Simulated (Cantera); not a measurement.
Charge: 1 mol Cu₂O, 0.32 mol H₂, 1.3 mol H₂O, equilibrated at 1752 °C.

Equilibrium computed with Cantera from the NASA thermochemical tables; the gas is ideal and each condensed phase is pure. Candidate condensed phases: Cu, CuO, Cu(OH)₂, Cu₂O, H₂O; 12 gas species. Each liquid is taken as pure. Mutual solubility and eutectic melting of coexisting phases are not modelled. Rates play no part.

x: gas mole fraction; n: condensed amount in mol.

| P (Pa) | x H₂O | x Cu | x O₂ | x H | x H₂ | x OH | x O | n Cu(l) | n Cu₂O(l) |
|---|---|---|---|---|---|---|---|---|---|
| 10 | 0.311 | 0.472 | 0.0875 | 0.0368 | 0.0365 | 0.0327 | 0.0239 | 0 | 0 |
| 36 | 0.353 | 0.487 | 0.0851 | 0.0151 | 0.0222 | 0.0251 | 0.0124 | 0 | 0 |
| 130 | 0.377 | 0.495 | 0.0839 | 0.00598 | 0.0125 | 0.0188 | 0.00650 | 0 | 0 |
| 460 | 0.390 | 0.498 | 0.0834 | 0.00236 | 0.00693 | 0.0139 | 0.00344 | 0 | 0 |
| 1700 | 0.544 | 0.319 | 0.114 | 0.000968 | 0.00430 | 0.0128 | 0.00209 | [?] | 0 |
| 6000 | 0.738 | 0.0903 | 0.154 | 0.000406 | 0.00267 | 0.0117 | 0.00130 | [?] | 0 |
| 22000 | 0.884 | 0.0246 | 0.0799 | 0.000198 | 0.00232 | 0.00788 | 0.000487 | [?] | 0.385 |
| 77000 | 0.963 | 0.00703 | 0.0228 | 0.000110 | 0.00253 | 0.00439 | 0.000139 | [?] | 0.604 |
| 280000 | 0.987 | 0.00193 | 0.00628 | 5.85e-5 | 0.00259 | 0.00233 | 3.83e-5 | 0.673 | 0.662 |
| 1000000 | 0.994 | 0.000542 | 0.00176 | 3.11e-5 | 0.00261 | 0.00124 | 1.07e-5 | 0.644 | 0.678 |

Q: Complete the blanks.

A: 
- 1700, n Cu(l): 1.06
- 6000, n Cu(l): 1.80
- 22000, n Cu(l): 1.18
- 77000, n Cu(l): 0.780
